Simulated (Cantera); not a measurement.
**Low-pressure radical oxidation in H2/O2**

An isothermal, constant-pressure homogeneous reactor starts with 30.6 % H2, 69.4 % O2, equivalence ratio 0.22, at 1223 K and 14.3 Torr.

Cantera simulation using the H2/O2 subset of GRI-Mech 3.0, which has no nitrogen chemistry; the numbers are that mechanism's predictions, not measurements. Radical loss at walls, strong at low pressure, is not modelled. The temperature is held fixed by assumption; the heat of reaction is taken as removed at once.

```csv
t (s),x H2,x O2,x O,x OH,x H2O2,x HO2,x H
4.00e-5,0.306,0.694,6.01e-9,3.98e-9,1.46e-11,1.70e-8,1.92e-8
9.70e-5,0.306,0.694,4.26e-8,2.60e-8,8.57e-11,4.15e-8,1.05e-7
0.000235,0.306,0.694,1.49e-6,8.95e-7,5.18e-10,1.13e-7,3.48e-6
0.000570,0.280,0.681,0.00538,0.00312,6.61e-8,5.55e-6,0.0126
0.00138,0.0185,0.548,0.0788,0.0134,5.49e-7,1.34e-5,0.107
0.00335,0.0142,0.579,0.0538,0.0120,7.31e-7,1.54e-5,0.0619
0.00812,0.00595,0.617,0.0202,0.00794,9.41e-7,1.62e-5,0.0144
0.0197,0.00102,0.635,0.00332,0.00326,6.75e-7,9.96e-6,0.000940
0.0478,0.000137,0.638,0.000450,0.00120,2.83e-7,2.95e-6,4.67e-5
0.116,2.51e-5,0.639,8.39e-5,0.000521,1.10e-7,7.31e-7,3.77e-6
0.281,6.20e-6,0.639,2.12e-5,0.000262,4.45e-8,2.10e-7,4.79e-7
0.681,1.87e-6,0.639,6.51e-6,0.000145,1.85e-8,7.28e-8,8.11e-8
1.65,6.38e-7,0.639,2.25e-6,8.51e-5,7.81e-9,3.28e-8,1.64e-8
4.00,2.40e-7,0.639,8.50e-7,5.24e-5,3.41e-9,2.32e-8,3.83e-9
```
x: mole fraction; the columns are a selection and need not sum to one.

Equilibrium at this temperature and pressure: H2 6.69e-8, O2 0.639, O 2.36e-7, OH 2.76e-5, H2O2 1.17e-9, HO2 2.80e-8, H 5.68e-10 (gas phase only).
